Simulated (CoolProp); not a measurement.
n-undecane at 307.74 K and 1.72 MPa is throttled through a valve to 0.634 MPa with no heat exchange. Each further row changes one setting.

Computed with CoolProp (reference Helmholtz-energy equation of state, Aleksandrov 2011). It is a short technical equation, of lower accuracy than the large ones.

| case | temperature change (K) |
|---|---|
| as stated | +0.5 |
| outlet pressure 0.19 MPa | +0.6 |
| outlet pressure 0.824 MPa | +0.4 |
